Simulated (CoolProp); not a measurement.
A single-stage vapour-compression cycle with ethane: evaporating at 195.15 K (dew point), condensing at 243.15 K (bubble point), superheat 5 K, subcooling 8 K, compressor efficiency 0.9, no pressure losses. Each further row changes one setting.

Model: reference Helmholtz-energy equation of state, Bücker 2006, in CoolProp.

```csv
case,cooling COP,pressure ratio,discharge temperature (K),refrigerating effect (kJ/kg),volumetric capacity (kJ/m³)
as stated,3.03,6.14,290.4,377,1240
evaporating temperature 200.15 K,[?],4.87,[?],383,1560
condensing temperature 238.15 K,3.47,5.26,282.0,391,1280
subcooling 13 K,3.14,6.14,290.4,391,1280
superheat 15 K,[?],6.14,301.9,392,1220
compressor efficiency 0.8,2.69,6.14,[?],377,1240
```

Problem. What belongs in the gaps?

Solution. 
- evaporating temperature 200.15 K, cooling COP: 3.55
- evaporating temperature 200.15 K, discharge temperature (K): 284.4
- superheat 15 K, cooling COP: 2.98
- compressor efficiency 0.8, discharge temperature (K): 298.5
